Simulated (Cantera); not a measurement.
A closed system holds: 1 mol CaSO4, 0.7 mol H2, 8.8 mol H2O, equilibrated at 2223.15 K and 0.780 bar.

Equilibrium computed with Cantera from the NASA thermochemical tables; the gas is ideal and each condensed phase is pure. Candidate condensed phases: Ca, CaO, Ca(OH)2, CaS, CaSO4, H2O, H2SO4, S; 25 gas species. Kinetics and transport are ignored.

Base state: H2O 0.869, SO2 0.0923, O2 0.0170, H2 0.00995, OH 0.00914, SO 0.000735, H 0.000724, O 0.000461 (mole fractions); condensed: CaO(s).

Question: What changes in the equilibrium state with this change: H2 from 0.7 to 5.5 mol?

Answer: 
```csv
species,before,after
H2O,0.869,0.683
H2,0.00995,0.249
SO2,0.0923,0.0406
O2,0.0170,1.67e-5
SO,0.000735,0.0103
Ca(OH)2,0.000420,0.000330
S2,1.60e-8,0.00321
H2S,3.80e-7,0.00426
"CaO(s), mol",0.995,0.995
```
